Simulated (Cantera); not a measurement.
A closed system holds: 1 mol SiH₄, 0.41 mol Cl₂, 49 mol H₂, at 1027 °C and 1 atm.

Method: chemical equilibrium by Gibbs-energy minimisation in Cantera with the NASA 1993 tables (ideal gas, pure condensed phases). Candidate condensed phases: Si; 19 gas species. The tables' values for SiCl₃ are old estimates; treat these amounts as uncertain. The numbers say what is thermodynamically allowed, not how fast it happens.

Base state: H₂ 0.985, HCl 0.0136, SiCl₂ 0.000497, SiHCl₃ 0.000227, SiH₂Cl₂ 0.000106, SiCl₃ 7.58e-5, SiCl₄ 6.86e-5, SiH₃Cl 1.40e-5 (mole fractions); condensed: Si(s).

Q: What changes in the equilibrium state with this change: temperature from 1027 °C to 875 °C?

A: 
```csv
species,before,after
H₂,0.985,0.988
HCl,0.0136,0.00952
SiHCl₃,0.000227,0.00106
SiCl₄,6.86e-5,0.000507
SiH₂Cl₂,0.000106,0.000276
SiCl₂,0.000497,0.000201
"Si(s), mol",0.949,0.889
```
